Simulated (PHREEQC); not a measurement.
PHREEQC input (ion-association model, phreeqc.dat):

```
PHASES
  Fix_H+
    H+ = H+
    -log_k 0
SOLUTION 1
  temp 25
  units mol/kgw
  pH 7 charge
  Cl 0.003
  Na 0.003
END
SELECTED_OUTPUT 1
  -reset false
  -pH true
  -pe true
  -ionic_strength true
  -water true
  -totals Ca Cl F Na
  -molalities H+ Ca+2 Na+ Cl- F- OH- O2 HF HF2- CaOH+
    NaOH NaF
  -equilibrium_phases Fluorite
  -saturation_indices Halite
PRINT
  -reset false
USE solution 1
EQUILIBRIUM_PHASES 1
  Fix_H+ -2 HCl 10
    -force_equality true
  Fluorite 0 0.05
  O2(g) -0.68 10
END
# ... the last block is repeated for the other 20 points of pH, with NaOH or the acid as the point needs
```

Selected output (columns that matter, 17 of 21 rows; pH added in front):

```
pH	mu	Ca	Cl	F	Na	m_H+	m_Ca+2	m_Na+	m_Cl-	m_F-	m_OH-	m_HF	Fluorite	si_Halite
2	0.018395	0.0013969	0.016797	0.0027938	0.003	0.011204	0.0013969	0.0029997	0.016797	0.00019909	1.161e-12	0.0025905	0.048603	-5.984
2.4	0.0096813	0.00077592	0.008661	0.0015518	0.003	0.0043539	0.00077592	0.0029997	0.008661	0.00024319	2.8196e-12	0.0013059	0.049224	-6.2437
2.8	0.0061201	0.00047096	0.005353	0.00094193	0.003	0.0017077	0.00047096	0.0029996	0.005353	0.00029545	6.9465e-12	0.00064458	0.049529	-6.4363
3.6	0.0040431	0.00025872	0.0034019	0.00051743	0.003	0.00026748	0.00025872	0.0029994	0.0034019	0.00038226	4.3193e-11	0.0001342	0.049741	-6.6209
4	0.003796	0.00023011	0.0031628	0.00046022	0.003	0.00010631	0.00023011	0.0029994	0.0031628	0.00040299	1.0828e-10	5.644e-05	0.04977	-6.6508
4.4	0.0036965	0.00021826	0.0030654	0.00043653	0.003	4.2295e-05	0.00021826	0.0029994	0.0030654	0.0004128	2.7176e-10	2.3035e-05	0.049782	-6.6637
5.2	0.0036407	0.00021154	0.0030104	0.00042309	0.003	6.7006e-06	0.00021154	0.0029994	0.0030104	0.00041873	1.7139e-09	3.7052e-06	0.049788	-6.6712
5.6	0.0036344	0.00021077	0.0030041	0.00042155	0.003	2.6674e-06	0.00021077	0.0029994	0.0030041	0.00041943	4.3048e-09	1.4776e-06	0.049789	-6.672
6	0.0036318	0.00021047	0.0030016	0.00042094	0.003	1.0619e-06	0.00021047	0.0029994	0.0030016	0.00041971	1.0813e-08	5.8865e-07	0.04979	-6.6724
6.4	0.0036308	0.00021035	0.0030006	0.00042069	0.003	4.2275e-07	0.00021035	0.0029994	0.0030006	0.00041982	2.7161e-08	2.3441e-07	0.04979	-6.6725
6.8	0.0036304	0.0002103	0.0030002	0.0004206	0.003	1.683e-07	0.0002103	0.0029994	0.0030002	0.00041987	6.8224e-08	9.333e-08	0.04979	-6.6726
7.6	0.0036306	0.00021027	0.003	0.00042054	0.0030004	2.6674e-08	0.00021027	0.0029998	0.003	0.00041989	4.3046e-07	1.4793e-08	0.04979	-6.6725
8	0.0036312	0.00021027	0.003	0.00042054	0.0030011	1.0619e-08	0.00021027	0.0030004	0.003	0.0004199	1.0813e-06	5.8892e-09	0.04979	-6.6724
8.4	0.0036329	0.00021028	0.003	0.00042056	0.0030027	4.2276e-09	0.00021027	0.0030021	0.003	0.00041992	2.7161e-06	2.3446e-09	0.04979	-6.6722
9.2	0.0036475	0.00021034	0.003	0.00042068	0.0030172	6.7009e-10	0.0002103	0.0030165	0.003	0.00042004	1.714e-05	3.7166e-10	0.04979	-6.6702
9.6	0.0036737	0.00021046	0.003	0.00042091	0.0030432	2.6682e-10	0.00021034	0.0030425	0.003	0.00042027	4.3062e-05	1.48e-10	0.04979	-6.6667
10	0.0037395	0.00021074	0.003	0.00042148	0.0031085	1.0627e-10	0.00021045	0.0031079	0.003	0.00042082	0.00010823	5.8966e-11	0.049789	-6.6579
```

Complexes and solids missing from the database can't appear.
